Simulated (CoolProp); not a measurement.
Hexamethyldisiloxane (MM) at several states: Z from the reference equation and from simpler models built on Tc = 518.7 K, pc = 1931 kPa, ω = 0.418; each cubic takes its own stable root.

Computed with CoolProp (reference Helmholtz-energy equation of state, Thol 2016).

```json
[
 {"T (K)": "331.9", "p (kPa)": "34", "phase": "liquid", "reference": "0.002767"},
 {"T (K)": "273.3", "p (kPa)": "17.3", "phase": "liquid", "reference": "0.001574"},
 {"T (K)": "372.4", "p (kPa)": "4590", "phase": "liquid", "reference": "0.3493"},
 {"T (K)": "492.2", "p (kPa)": "699", "phase": "gas", "reference": "0.8213"},
 {"T (K)": "501.1", "p (kPa)": "56", "phase": "gas", "reference": "0.9882"},
 {"T (K)": "368", "p (kPa)": "11200", "phase": "liquid", "reference": "0.8385"}
]
```

Q: How far does each simpler model (van der Waals, Redlich-Kwong, Peng-Robinson) lie from the reference over these 6 states: mean and median of the absolute difference, and the worst?

A: 
- van der Waals: mean 16385.1 %, median 54.1 %, worst +62695.4 % at 273.3 K and 17.3 kPa
- Redlich-Kwong: mean 5886.0 %, median 9.8 %, worst +35281.3 % at 331.9 K and 34 kPa
- Peng-Robinson: mean 3.7 %, median 4.5 %, worst -6.7 % at 368 K and 11200 kPa

At some of these states van der Waals, Redlich-Kwong gives the other phase, because its saturation line lies elsewhere.
